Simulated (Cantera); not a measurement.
What does this Cantera script print?

```python
import numpy as np
import cantera as ct

gas_names = """
    Ba BaF BaF2 F F2 H HF H2 H2F2 H3F3 H4F4 H5F5 H6F6 H7F7
""".split()
cond_names = """
    Ba(cr) Ba(L) BaF2(a) BaF2(b,c) BaF2(L)
""".split()


# ... load() reads the species with a 1 bar reference pressure and builds the phases ...
atoms = {
    'BaF2': {'Ba': 1, 'F': 2},
    'H2': {'H': 2},
}
top_T = {}  # K; cautious upper limits of use, not melting points


# ... equilibrate(T, P, feed) seeds the gas with the atoms and calls Mixture.equilibrate('TP', solver="vcs", rtol=1e-11, max_steps=5000) ...
results = []
feed = {'BaF2': 1, 'H2': 3.9}  # mol
P = 63000  # Pa
for T in [725, 825, 925, 1025, 1125, 1225, 1325, 1425, 1525, 1625, 1725, 1825, 1925]:
    mix = equilibrate(T, P, feed)
    results.append((T, P, feed, dict(zip(mix.species_names, mix.species_moles))))
    x = sorted(zip(gas.X, gas.species_names), reverse=True)
    print(f"T = {T:g} K  P = {P:g} Pa  gas = {mix.phase_moles(0):.4g} mol")
    print("   x: " + "  ".join(f"{s} {v:.3e}" for v, s in x if v > 1e-06))
    print("   condensed (mol): " + ("  ".join(f"{mix.phase(i).name} {mix.phase_moles(i):.4g}"
          for i in range(1, mix.n_phases) if mix.phase_moles(i) > 1e-12) or "none"))
```

Output:

```
T = 725 K  P = 63000 Pa  gas = 3.9 mol
   x: H2 1.000e+00
   condensed (mol): BaF2(a) 1
T = 825 K  P = 63000 Pa  gas = 3.9 mol
   x: H2 1.000e+00
   condensed (mol): BaF2(a) 1
T = 925 K  P = 63000 Pa  gas = 3.9 mol
   x: H2 1.000e+00
   condensed (mol): BaF2(a) 1
T = 1025 K  P = 63000 Pa  gas = 3.9 mol
   x: H2 1.000e+00
   condensed (mol): BaF2(a) 1
T = 1125 K  P = 63000 Pa  gas = 3.9 mol
   x: H2 1.000e+00
   condensed (mol): BaF2(a) 1
T = 1225 K  P = 63000 Pa  gas = 3.9 mol
   x: H2 1.000e+00
   condensed (mol): BaF2(a) 1
T = 1325 K  P = 63000 Pa  gas = 3.9 mol
   x: H2 1.000e+00  H 2.060e-06  HF 1.800e-06  BaF 1.695e-06  BaF2 1.076e-06
   condensed (mol): BaF2(a) 1
T = 1425 K  P = 63000 Pa  gas = 3.9 mol
   x: H2 1.000e+00  BaF2 1.091e-05  HF 1.086e-05  BaF 1.041e-05  H 8.594e-06
   condensed (mol): BaF2(a) 0.9999
T = 1525 K  P = 63000 Pa  gas = 3.901 mol
   x: H2 9.998e-01  BaF2 7.836e-05  HF 5.080e-05  BaF 4.920e-05  H 2.980e-05
   condensed (mol): BaF2(b,c) 0.9995
T = 1625 K  P = 63000 Pa  gas = 3.903 mol
   x: H2 9.991e-01  BaF2 4.279e-04  HF 1.935e-04  BaF 1.886e-04  H 8.885e-05  Ba 2.430e-06
   condensed (mol): BaF2(b,c) 0.9976
T = 1725 K  P = 63000 Pa  gas = 3.911 mol
   x: H2 9.968e-01  BaF2 1.731e-03  HF 5.991e-04  BaF 5.862e-04  H 2.336e-04  Ba 6.459e-06
   condensed (mol): BaF2(L) 0.9909
T = 1825 K  P = 63000 Pa  gas = 3.933 mol
   x: H2 9.904e-01  BaF2 5.821e-03  HF 1.612e-03  BaF 1.581e-03  H 5.522e-04  Ba 1.539e-05
   condensed (mol): BaF2(L) 0.9708
T = 1925 K  P = 63000 Pa  gas = 3.993 mol
   x: H2 9.741e-01  BaF2 1.702e-02  HF 3.872e-03  BaF 3.805e-03  H 1.189e-03  Ba 3.339e-05
   condensed (mol): BaF2(L) 0.9167
```

Equilibrium computed with Cantera from the NASA thermochemical tables; the gas is ideal and each condensed phase is pure.
